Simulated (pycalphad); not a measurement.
## Effect of Si content in Ti-Si-Mn

Source of the numbers: pycalphad with the COST 507 light-alloy database (1999); pressure 1 atm. The data set is of 1999 and partly superseded. Not assessed as a whole: an extrapolation from subsystems, which can miss ternary compounds. Amounts are mole fractions of atoms.

| alloy | liquidus (°C) | first solid | solidus (°C) | phases at 752 °C |
|---|---|---|---|---|
| Ti-0.3279Si-16.9Mn (wt.%) | [?] | bcc | [?] | [?] |
| Ti-0.6632Si-16.94Mn (wt.%) | 1447 | bcc | 1268 | bcc 1.00, SITI3 under 0.01 |
| Ti-1Si-16.98Mn (wt.%) | 1433 | bcc | 1245 | bcc 0.97, SITI3 0.03 |
| Ti-1.333Si-17.02Mn (wt.%) | 1419 | bcc | 1225 | bcc 0.95, SITI3 0.05 |
| Ti-2.008Si-17.1Mn (wt.%) | 1388 | bcc | 1190 | bcc 0.90, SITI3 0.10 |
| Ti-4.074Si-17.35Mn (wt.%) | 1277 | bcc | 1160 | bcc 0.76, SITI3 0.24 |

**Question.** Some entries are withheld; supply them.

**Answer.** 
- Ti-0.3279Si-16.9Mn (wt.%), liquidus (°C): 1460
- Ti-0.3279Si-16.9Mn (wt.%), solidus (°C): 1295
- Ti-0.3279Si-16.9Mn (wt.%), phases at 752 °C: bcc 1.00

Database names, with the compositions (at.%) that they take in these runs: SITI3: Ti 75 Si 25.
